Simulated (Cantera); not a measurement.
Source: NASA polynomial tables (part measured, part estimated), evaluated in Cantera. Values are per mole of reaction as written; species without (g) are pure solids or liquids, kept so even where they would boil at 1 bar.

1.333 B + O2(g) ⇌ 0.6667 B2O3(g), with ΔH° = -557.3 kJ and ΔS° = -23.7 J/K at 300 K.

Problem. How far is the shortcut ΔG° ≈ ΔH°(300 K) − T·ΔS°(300 K) from the full temperature-dependent value at 2173, 2198, 2223, 2248, 2273, 2298, 2323, 2348, 2373 K?

Solution. 
```json
[
 {"T (K)": "2173", "shortcut (kJ)": "-505.8", "full (kJ)": "-498.6", "difference (kJ)": "-7.2", "difference in log10 K": "0.17", "condensed phases": "B(s)"},
 {"T (K)": "2198", "shortcut (kJ)": "-505.2", "full (kJ)": "-497.8", "difference (kJ)": "-7.4", "difference in log10 K": "0.18", "condensed phases": "B(s)"},
 {"T (K)": "2223", "shortcut (kJ)": "-504.6", "full (kJ)": "-497.0", "difference (kJ)": "-7.6", "difference in log10 K": "0.18", "condensed phases": "B(s)"},
 {"T (K)": "2248", "shortcut (kJ)": "-504.0", "full (kJ)": "-496.2", "difference (kJ)": "-7.8", "difference in log10 K": "0.18", "condensed phases": "B(s)"},
 {"T (K)": "2273", "shortcut (kJ)": "-503.4", "full (kJ)": "-495.4", "difference (kJ)": "-8.0", "difference in log10 K": "0.18", "condensed phases": "B(s)"},
 {"T (K)": "2298", "shortcut (kJ)": "-502.8", "full (kJ)": "-494.6", "difference (kJ)": "-8.2", "difference in log10 K": "0.19", "condensed phases": "B(s)"},
 {"T (K)": "2323", "shortcut (kJ)": "-502.2", "full (kJ)": "-493.8", "difference (kJ)": "-8.4", "difference in log10 K": "0.19", "condensed phases": "B(s)"},
 {"T (K)": "2348", "shortcut (kJ)": "-501.6", "full (kJ)": "-493.0", "difference (kJ)": "-8.6", "difference in log10 K": "0.19", "condensed phases": "B(s)"},
 {"T (K)": "2373", "shortcut (kJ)": "-501.0", "full (kJ)": "-491.6", "difference (kJ)": "-9.4", "difference in log10 K": "0.21", "condensed phases": "B(l)"}
]
```
The shortcut ignores heat capacities and the phase changes listed.
